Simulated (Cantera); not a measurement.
## Hydrocarbon pyrolysis for carbon deposition

A perfectly stirred reactor is fed with 38.5 % C₂H₆, 61.5 % N₂, at 0.0110 bar; it is held at 1775 K, and followed from long to short residence time.

Computed with Cantera and GRI-Mech 3.0 (53 species, 325 reactions). GRI-Mech 3.0 stops at C3 and has no aromatics, soot or wall deposition, so with more carbon than oxygen in the feed, carbon stays in small species such as C2H2 where larger ones or solid carbon would form. Radical loss at walls, strong at low pressure, is not modelled.

```json
[
 {"τ (s)": "5.6", "x C₂H₆": "1.00e-5", "x C₂H₄": "9.71e-5", "x C₂H₂": "0.214", "x H": "0.00186", "x CH₂": "3.13e-6"},
 {"τ (s)": "1.7", "x C₂H₆": "3.26e-5", "x C₂H₄": "0.000245", "x C₂H₂": "0.212", "x H": "0.00192", "x CH₂": "5.39e-6"},
 {"τ (s)": "0.52", "x C₂H₆": "0.000104", "x C₂H₄": "0.000685", "x C₂H₂": "0.208", "x H": "0.00201", "x CH₂": "9.01e-6"},
 {"τ (s)": "0.16", "x C₂H₆": "0.000327", "x C₂H₄": "0.00193", "x C₂H₂": "0.202", "x H": "0.00214", "x CH₂": "1.46e-5"},
 {"τ (s)": "0.048", "x C₂H₆": "0.00105", "x C₂H₄": "0.00541", "x C₂H₂": "0.191", "x H": "0.00231", "x CH₂": "2.32e-5"},
 {"τ (s)": "0.015", "x C₂H₆": "0.00322", "x C₂H₄": "0.0138", "x C₂H₂": "0.173", "x H": "0.00247", "x CH₂": "3.60e-5"},
 {"τ (s)": "0.0045", "x C₂H₆": "0.0103", "x C₂H₄": "0.0330", "x C₂H₂": "0.142", "x H": "0.00259", "x CH₂": "5.63e-5"}
]
```
x: mole fraction; the columns are a selection and need not sum to one.
